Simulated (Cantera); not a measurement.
# Catalytic combustion on Pt

An isothermal plug-flow reactor at 875 K and 690 Torr (inlet), inlet velocity 0.4 m/s, active area per volume 4800 1/m; feed CH4 : O2 : N2 : H2O = 0.0053 : 0.013 : 0.79 : 0.09 (molar parts).

Model: Deutschmann's 1995 Pt surface mechanism with GRI-Mech 3.0 gas chemistry, integrated in Cantera. Catalytic surfaces can have several steady states; this one follows from the mechanism file's or the stated starting coverage. Mass transfer to the wall is taken as infinitely fast.

```csv
z (m),x CH4,x O2,x H2O,x CO2,x CO,θ free Pt,θ O*,θ OH*
7.3e-05,0.00570,0.0141,0.101,0.000195,1.82e-6,0.159,0.833,0.00818
0.00016,0.00547,0.0136,0.101,0.000426,1.75e-6,0.160,0.832,0.00823
0.00034,0.00501,0.0127,0.102,0.000888,1.62e-6,0.163,0.829,0.00833
0.00073,0.00409,0.0108,0.104,0.00181,1.35e-6,0.170,0.822,0.00853
0.0016,0.00241,0.00749,0.107,0.00349,8.32e-7,0.185,0.806,0.00897
0.0034,0.000560,0.00379,0.111,0.00534,2.10e-7,0.214,0.776,0.00963
0.0073,9.37e-6,0.00269,0.112,0.00589,3.65e-9,0.229,0.761,0.00990
```
x: gas mole fraction; θ: surface coverage.
